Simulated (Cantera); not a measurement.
A Cantera script and what it prints.

```python
import numpy as np
import cantera as ct

gas_names = """
    C CH CH2 CH3 CH4 C2 C2H C2H2,acetylene C2H2,vinylidene C2H3,vinyl C2H4 C2H5 C2H6 C3 C3H3,propargyl
    C3H4,allene C3H4,propyne C3H4,cyclo- C3H5,allyl C3H6,propylene C3H6,cyclo- C3H7,n-propyl
    C3H7,i-propyl C3H8 C4 C4H2 C4H4,1,3-cyclo- C4H6,butadiene C4H6,2-butyne C4H6,cyclo- C4H8,1-butene
    C4H8,cis2-buten C4H8,tr2-butene C4H8,isobutene C4H8,cyclo- C4H9,n-butyl C4H9,i-butyl C4H9,s-butyl
    C4H9,t-butyl C4H10,isobutane C4H10,n-butane C5 C5H6,1,3cyclo- C5H8,cyclo- C5H10,1-pentene
    C5H10,cyclo- C5H11,pentyl C5H11,t-pentyl C5H12,n-pentane C5H12,i-pentane CH3C(CH3)2CH3 C6H2
    C6H5,phenyl C6H6 C6H10,cyclo- C6H12,1-hexene C6H12,cyclo- C6H13,n-hexyl C7H7,benzyl C7H8
    C7H14,1-heptene C7H15,n-heptyl C7H16,n-heptane C8H8,styrene C8H10,ethylbenz C8H16,1-octene
    C8H17,n-octyl C8H18,isooctane C8H18,n-octane C9H19,n-nonyl C10H8,naphthale C10H21,n-decyl
    C12H9,o-bipheny C12H10,bipheny H H2 Ta
""".split()
cond_names = """
    C(gr) C6H6(L) C7H8(L) C8H18(L),n-octa Ta(cr) Ta(L) TaC(s) TaC(L)
""".split()


def load(file, names, dense=False):
    # The tables refer to 1 bar. Condensed volumes are neglected.
    table = {s.name: s for s in ct.Species.list_from_file(file)}
    out = []
    for n in names:
        d = dict(table[n].input_data)
        d["thermo"] = dict(d["thermo"], **{"reference-pressure": 1e5})
        if dense:
            d["equation-of-state"] = {"model": "constant-volume", "density": "1e6 g/cm^3"}
        out.append(ct.Species.from_dict(d))
    return out


gas = ct.Solution(thermo="ideal-gas", species=load("nasa_gas.yaml", gas_names))
cond = {s.name: ct.Solution(thermo="fixed-stoichiometry", species=[s], name=s.name)
        for s in load("nasa_condensed.yaml", cond_names, dense=True)}
atoms = {
    'Ta': {'Ta': 1},
    'CH4': {'C': 1, 'H': 4},
}
top_T = {'C(gr)': 4500}  # K; cautious upper limits of use, not melting points


def equilibrate(T, P, feed):
    n = {}
    for name, mol in feed.items():
        for a, k in atoms[name].items():
            n[a] = n.get(a, 0.0) + k * mol
    gas.TPX = T, P, n
    mass = sum(n.values()) * gas.mean_molecular_weight
    gas.equilibrate("TP")
    valid = [c for c in cond.values() if c.min_temp <= T <= top_T.get(c.name, c.max_temp)]
    mix = ct.Mixture([(gas, mass / gas.mean_molecular_weight)] + [(c, 0.0) for c in valid])
    mix.T, mix.P = T, P
    mix.equilibrate("TP", solver="vcs", rtol=1e-11, max_steps=5000)
    return mix


results = []
feed = {'Ta': 1, 'CH4': 2.4}  # mol
T = 2050  # K
P = 14  # Pa
mix = equilibrate(T, P, feed)
results.append((T, P, feed, dict(zip(mix.species_names, mix.species_moles))))
print(gas.report(threshold=1e-05))
for i in range(1, mix.n_phases):
    print(f"{mix.phase(i).name:16s} {mix.phase_moles(i):12.5e} mol")
```

Result:

```
       temperature   2050 K
          pressure   14 Pa
           density   1.5291e-06 kg/m^3
  mean mol. weight   1.8616 kg/kmol
   phase of matter   gas

                          1 kg             1 kmol
                     ---------------   ---------------
          enthalpy        4.8204e+07         8.974e+07  J
   internal energy        3.9049e+07        7.2695e+07  J
           entropy        1.4025e+05         2.611e+05  J/K
    Gibbs function       -2.3931e+08       -4.4551e+08  J
 heat capacity c_p             17210             32039  J/K
 heat capacity c_v             12744             23724  J/K

                      mass frac. Y      mole frac. X     chem. pot. / RT
                     ---------------   ---------------   ---------------
    C2H2,acetylene           0.01225        0.00087588           -34.262
                 H          0.094292           0.17415           -14.313
                H2           0.89337           0.82497           -28.626
     [  +74 minor]        8.6109e-05        6.1704e-06

C(gr)             1.39072e+00 mol
Ta(cr)            0.00000e+00 mol
TaC(s)            1.00000e+00 mol
```

These are equilibrium values from Cantera (NASA tables, ideal gas, pure condensed phases), not measurements of a reactor. TaC: taken at fixed stoichiometry. Condensed phases not in the tables: Ta2C.
